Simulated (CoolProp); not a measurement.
100 sccm (0 °C, 1 atm) of nitrogen bubbles through liquid octamethylcyclotetrasiloxane (D4) at 322.8 K and leaves saturated at a total pressure of 0.0115 MPa (ideal gas phase). Each further row changes one setting.

The numbers come from the reference Helmholtz-energy equation of state, Thol 2015 in CoolProp.

```csv
case,vapour pressure (kPa),mole fraction of vapour,delivery (mg/min),delivery (sccm),change of delivery for a bath 1 K warmer (%)
as stated,0.704,0.0612,86.3,6.52,6.6
bath temperature 327.8 K,0.947,0.0824,119,8.98,6.5
total pressure 0.023 MPa,0.704,0.0306,41.8,3.16,6.4
```
